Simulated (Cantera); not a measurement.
Charge: 1 mol Fe₂O₃, 2.3 mol SO₃, 7.5 mol H₂O, at 56.0 mbar.

These are equilibrium values from Cantera (NASA tables, ideal gas, pure condensed phases), not measurements of a reactor. Candidate condensed phases: Fe, FeO, Fe(OH)₂, Fe(OH)₃, FeS, FeSO₄, FeS₂, Fe₂O₃, Fe₂(SO₄)₃, Fe₃O₄, H₂O, H₂SO₄, S; 22 gas species. Kinetics and transport are ignored. All values below are at 650 K.

Base state: H₂O 1.000, SO₂ 3.15e-5, SO₃ 3.12e-5, O₂ 1.57e-5 (mole fractions); condensed: Fe₂O₃(s) + Fe₂(SO₄)₃(s).

**Question.** What changes in the equilibrium state with this change: Fe₂O₃ replaced by MgO?

**Answer.** 
```tsv
species	before	after
H₂O	1.000	0.847
SO₃	3.12e-5	0.130
H₂SO₄	3.02e-6	0.0106
O₂	1.57e-5	0.00407
SO₂	3.15e-5	0.00815
Fe₂O₃(s), mol	0.233	0
Fe₂(SO₄)₃(s), mol	0.767	0
MgSO₄(s), mol	0	1.00
```
Further candidate phases: Mg, MgO, Mg(OH)₂, MgS, MgSO₄.
